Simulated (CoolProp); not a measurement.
The fluid at 298.15 K and 1.86 MPa (stagnation) flows isentropically through a choked orifice. The same conditions are run with several fluids, on thermodynamics alone (safety and materials aside).

Model: reference Helmholtz-energy equation of state of each fluid (hydrogen chloride: Thol 2018; C2F6 (R116): Lemmon 2006; nitrous oxide: Lemmon 2006; CF4 (R14): Platzer 1990; carbon dioxide: Span 1996), in CoolProp. The equations of Platzer and Polt are older, rougher fits.

Q: Rank hydrogen chloride, C2F6 (R116), nitrous oxide, CF4 (R14), carbon dioxide by throat to inlet pressure ratio, highest first.

A: C2F6 (R116) (0.613), CF4 (R14) (0.574), nitrous oxide (0.551), carbon dioxide (0.547), hydrogen chloride (0.532)

```json
[
 {"fluid": "hydrogen chloride", "mass flux (kg/(m² s))": "5170", "throat temperature (K)": "249.9"},
 {"fluid": "C2F6 (R116)", "mass flux (kg/(m² s))": "9390", "throat temperature (K)": "282.1"},
 {"fluid": "nitrous oxide", "mass flux (kg/(m² s))": "5480", "throat temperature (K)": "259.2"},
 {"fluid": "CF4 (R14)", "mass flux (kg/(m² s))": "7320", "throat temperature (K)": "273.7"},
 {"fluid": "carbon dioxide", "mass flux (kg/(m² s))": "5490", "throat temperature (K)": "257.7"}
]
```
